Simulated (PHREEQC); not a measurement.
A solution holds 0.0013 mol/kgw H2SO4, 0.013 mol/kgw ZnSO4 and 0.012 mol/kgw KCl, at 25 °C. Closed to the air; pH follows from the charge balance.

The numbers come from PHREEQC with the ion-association model, phreeqc.dat.

### Question
The ionic strength comes out as 0.0489 mol/kgw. What activity coefficients do Cl-, SO4-2, KSO4-, HSO4-, Zn+2 get?

### Answer
Cl- 0.82, SO4-2 0.46, KSO4- 0.83, HSO4- 0.82, Zn+2 0.47.

No solid was allowed to form.
